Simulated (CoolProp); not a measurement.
Saturation properties of hydrogen chloride (Tc = 324.7 K, pc = 8314 kPa, ω = 0.130).

The numbers come from the reference Helmholtz-energy equation of state, Thol 2018 in CoolProp.

| T (K) | p (kPa) | vapour density (kg/m³) | enthalpy of vaporisation (kJ/kg) | liquid cp (kJ/(kg K)) |
|---|---|---|---|---|
| 240 | 971.2 | 20.45 | 376.1 | 1.772 |
| 243.3 | 1084 | 22.77 | 370.7 | 1.787 |
| 246.5 | 1202 | 25.22 | 365.3 | 1.804 |
| 249.7 | 1329 | 27.87 | 359.6 | 1.822 |
| 253 | 1470 | 30.85 | 353.7 | 1.842 |
| 256.2 | 1618 | 33.99 | 347.6 | 1.865 |
| 259.4 | 1776 | 37.39 | 341.4 | 1.889 |
| 262.7 | 1951 | 41.21 | 334.7 | 1.918 |
| 265.9 | 2132 | 45.24 | 327.9 | 1.948 |
| 269.1 | 2326 | 49.61 | 320.9 | 1.983 |
| 272.4 | 2539 | 54.53 | 313.3 | 2.023 |
| 275.6 | 2759 | 59.74 | 305.6 | 2.067 |
| 278.8 | 2993 | 65.42 | 297.5 | 2.117 |
| 282.1 | 3249 | 71.85 | 288.8 | 2.177 |

It boils at 188.2 K under 1 atm.
